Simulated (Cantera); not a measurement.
A perfectly stirred reactor is fed with CO : O₂ : H₂O : N₂ = 0.021 : 0.034 : 0.0077 : 1 (molar parts), equivalence ratio 0.31, at 698 Torr; it is held at 1150 K, and followed from long to short residence time.

Model: GRI-Mech 3.0 (53 species, 325 reactions), integrated in Cantera.

Q: What does this change do: temperature 1150 to 1348 K?

A: 
```csv
quantity,before,after
x(CO) at τ = 25.0 s,5.32e-5,1.89e-5
x(O₂) at τ = 25.0 s,0.0224,0.0223
x(H₂O) at τ = 25.0 s,0.00731,0.00731
x(H₂) at τ = 25.0 s,3.29e-7,4.75e-7
x(OH) at τ = 25.0 s,5.91e-6,1.81e-5
x(CO) at τ = 49.0 ms,0.00354,0.00123
x(O₂) at τ = 49.0 ms,0.0240,0.0228
x(H₂O) at τ = 49.0 ms,0.00725,0.00720
x(H₂) at τ = 49.0 ms,2.95e-5,2.89e-5
x(OH) at τ = 49.0 ms,3.67e-5,0.000129
```
